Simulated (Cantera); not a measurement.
An adiabatic, constant-volume homogeneous reactor starts with CH4 : O2 : N2 = 1 : 2.08 : 7.83 (molar parts), equivalence ratio 0.96, at 1200 K and 0.908 atm. Integrator tolerance rtol = 1e-08.

Model: GRI-Mech 3.0 (53 species, 325 reactions), integrated in Cantera.

What does this change do: pressure from 0.908 atm to 4.93 atm?


```tsv
quantity	before	after
time of steepest temperature rise	46.2 ms	9.37 ms
temperature at 0.800 s	2802 K	2928 K
equilibrium temperature	2802 K	2928 K
x(CH4) at 0.800 s	<1e-12 (gas-phase equilibrium <1e-12)	<1e-12 (gas-phase equilibrium <1e-12)
x(O2) at 0.800 s	0.0215 (gas-phase equilibrium 0.0215)	0.0178 (gas-phase equilibrium 0.0178)
x(N2O) at 0.800 s	8.61e-7 (gas-phase equilibrium 8.61e-7)	2.23e-6 (gas-phase equilibrium 2.23e-6)
x(H2) at 0.800 s	0.0150 (gas-phase equilibrium 0.0150)	0.0116 (gas-phase equilibrium 0.0116)
x(CH2CO) at 0.800 s	<1e-12 (gas-phase equilibrium <1e-12)	<1e-12 (gas-phase equilibrium <1e-12)
x(C2H4) at 0.800 s	<1e-12 (gas-phase equilibrium <1e-12)	<1e-12 (gas-phase equilibrium <1e-12)
```

What does this change do: N2 7.83 to 22 parts?


```csv
quantity,before,after
time of steepest temperature rise,46.2 ms,0.133 s
temperature at 0.800 s,2802 K,2240 K
equilibrium temperature,2802 K,2240 K
x(CH4) at 0.800 s,<1e-12 (gas-phase equilibrium <1e-12),<1e-12 (gas-phase equilibrium <1e-12)
x(O2) at 0.800 s,0.0215 (gas-phase equilibrium 0.0215),0.00410 (gas-phase equilibrium 0.00410)
x(N2O) at 0.800 s,8.61e-7 (gas-phase equilibrium 8.61e-7),1.56e-7 (gas-phase equilibrium 1.56e-7)
x(H2) at 0.800 s,0.0150 (gas-phase equilibrium 0.0150),0.00135 (gas-phase equilibrium 0.00135)
x(CH2CO) at 0.800 s,<1e-12 (gas-phase equilibrium <1e-12),<1e-12 (gas-phase equilibrium <1e-12)
x(C2H4) at 0.800 s,<1e-12 (gas-phase equilibrium <1e-12),<1e-12 (gas-phase equilibrium <1e-12)
```
